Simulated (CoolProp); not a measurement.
A single-stage vapour-compression cycle with R134a: evaporating at 227.15 K (dew point), condensing at 291.15 K (bubble point), superheat 8 K, subcooling 8 K, compressor efficiency 0.9, no pressure losses. Each further row changes one setting.

Computed with CoolProp (reference Helmholtz-energy equation of state, Tillner-Roth 1994).

```csv
case,cooling COP,pressure ratio,discharge temperature (K),refrigerating effect (kJ/kg),volumetric capacity (kJ/m³)
as stated,2.57,14.5,323.0,162,320
evaporating temperature 232.15 K,2.91,11.1,319.8,166,421
condensing temperature 286.15 K,2.86,12.4,317.2,169,333
subcooling 13 K,2.67,14.5,323.0,169,333
superheat 18 K,2.57,14.5,333.7,170,320
compressor efficiency 0.8,2.28,14.5,331.3,162,320
```
